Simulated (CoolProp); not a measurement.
Properties of n-decane at several states (Tc = 617.7 K, pc = 21.01 bar, ω = 0.488).

Model: reference Helmholtz-energy equation of state, Lemmon 2006, in CoolProp. It is a short technical equation, of lower accuracy than the large ones.

```
T (K)  p (bar)   phase          Z  cp (kJ/(kg K))  Joule-Thomson coefficient (K/MPa)  isothermal compressibility (1/MPa)  viscosity (µPa s)
-----  -------  ------  ---------  --------------  ---------------------------------  ----------------------------------  -----------------
490       6.35  liquid    0.03936           3.003                           -0.04739                            0.006544                152
402.2     38.8  liquid     0.2542           2.604                            -0.2989                            0.002287                299
465.4    0.126     gas     0.9936           2.374                              22.85                               79.88               8.08
493.1     1.19     gas     0.9497           2.515                              19.88                               8.872               8.50
360.1    0.107  liquid  0.0007501           2.438                            -0.3481                            0.001776                410
```

Viscosity comes from a separate model (Huber 2004).
